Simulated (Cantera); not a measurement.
Charge: 1 mol HMDSO, 4 mol H2O, 13 mol H2, at 948 K and 750 Torr.

Cantera equilibrium calculation (NASA polynomials, part measured and part estimated; ideal gas, pure solids and liquids). Candidate condensed phases: C, C6H6, C7H8, C8H18, H2O, Si, SiC, SiO2; 123 gas species. The feed counts by its element totals alone. The numbers say what is thermodynamically allowed, not how fast it happens.

Base state: H2 0.838, CH4 0.121, CO 0.0223, H2O 0.0181, CO2 0.000874 (mole fractions); condensed: C(graphite) + SiO2(β-quartz).

Q: What changes in the equilibrium state with this change: pressure from 750 Torr to 75.0 Torr?

A: 
```
species                before     after
-------------------  --------  --------
H2                      0.838     0.947
CO                     0.0223    0.0342
CH4                     0.121    0.0154
H2O                    0.0181   0.00314
CO2                  0.000874  0.000205
C(graphite), mol         2.59      4.68
SiO2(β-quartz), mol      2.00      2.00
```
